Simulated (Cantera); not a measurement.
Mixture: CH4 : O2 : N2 = 1 : 2.41 : 9.06 (molar parts), equivalence ratio 0.83, at 4650 Torr, adiabatic and at constant pressure. Ignition delay is the time to a rise of 400 K.

Cantera simulation using GRI-Mech 3.0 (53 species, 325 reactions); the numbers are that mechanism's predictions, not measurements.

Problem. Predict: delay at 1200 K; delay at 1300 K; delay at 1400 K; delay at 1500 K; delay at 1600 K; apparent activation energy between 1500 and 1600 K.

Solution. 
```json
{
  "delay at 1200 K": "7.26 ms",
  "delay at 1300 K": "2.16 ms",
  "delay at 1400 K": "0.716 ms",
  "delay at 1500 K": "0.261 ms",
  "delay at 1600 K": "0.105 ms",
  "apparent activation energy between 1500 and 1600 K": "180 kJ/mol"
}
```
